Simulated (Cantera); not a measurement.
A freely propagating, adiabatic, planar premixed flame of CH3OH : O2 : N2 : CO2 = 1 : 1.95 : 7.32 : 2.9 (molar parts), equivalence ratio 0.77, unburnt at 600 K and 7500 Torr; mixture-averaged transport, grid criteria slope 0.08 and curve 0.16, no radiation.

Model: GRI-Mech 3.0 (53 species, 325 reactions), integrated in Cantera. GRI-Mech 3.0 was tuned for natural gas; its chemistry of methanol as a main component is partial and can be far from experiment. Burning velocities carry a grid error of a few per cent, more on coarse grids.

**Question.** What does this change do: inlet temperature 600 to 548 K?

**Answer.** 
```csv
quantity,before,after
laminar burning velocity,12.1 cm/s,9.18 cm/s
thermal thickness,0.179 mm,0.208 mm
peak x(H2O2),0.000427,0.000430
peak x(C2H6),<1e-8,<1e-8
peak x(HCO),4.15e-6,2.99e-6
```

**Question.** What does this change do: CH3OH 1 to 0.77 parts?

**Answer.** 
```csv
quantity,before,after
laminar burning velocity,12.1 cm/s,5.70 cm/s
thermal thickness,0.179 mm,0.354 mm
peak x(H2O2),0.000427,0.000483
peak x(C2H6),<1e-8,<1e-8
peak x(HCO),4.15e-6,5.77e-7
```
